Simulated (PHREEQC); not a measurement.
Solution A (0.006 mol/kgw Al(NO3)3, 0.0034 mol/kgw CdBr2 and 0.12 mol/kgw KNO3) is mixed with solution B (0.014 mol HCl and 0.00015 mol MnSO4 per kg of water) at 20 °C; shares are by mass of water, 1 kg in all. The system is closed to oxygen. No CO2 enters from the air. Solids allowed: Al(OH)3(a), Pyrochroite, Sylvite, Cd(OH)2. Others were left out.

All values are PHREEQC results (ion-association model, phreeqc.dat), not measurements.

**Question.** Predict pH, Al+3 (mol/kgw) at share of solution B = 0.2, 0.7.

**Answer.** 
| share of solution B | pH | Al+3 (mol/kgw) |
|---|---|---|
| 0.2 | 2.64 | 0.00478 |
| 0.7 | 2.08 | 0.00177 |
